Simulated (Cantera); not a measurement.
An adiabatic, constant-volume homogeneous reactor starts with 5.81 % CH3OH, 19.8 % O2, 74.4 % N2, at 1698 K and 2.20 bar.

Computed with Cantera and GRI-Mech 3.0 (53 species, 325 reactions). GRI-Mech 3.0 was tuned for natural gas; its chemistry of methanol as a main component is partial and can be far from experiment.

Task: Predict: time of steepest temperature rise; temperature at 5.00 s; equilibrium temperature; x(O2) at 5.00 s; x(HCO) at 5.00 s; x(O) at 5.00 s.

Result: 
| Quantity | Value |
|---|---|
| time of steepest temperature rise | 28.8 µs |
| temperature at 5.00 s | 2669 K |
| equilibrium temperature | 2669 K |
| x(O2) at 5.00 s | 0.0956 (gas-phase equilibrium 0.0956) |
| x(HCO) at 5.00 s | 3.64e-9 (gas-phase equilibrium 3.64e-9) |
| x(O) at 5.00 s | 0.00519 (gas-phase equilibrium 0.00519) |
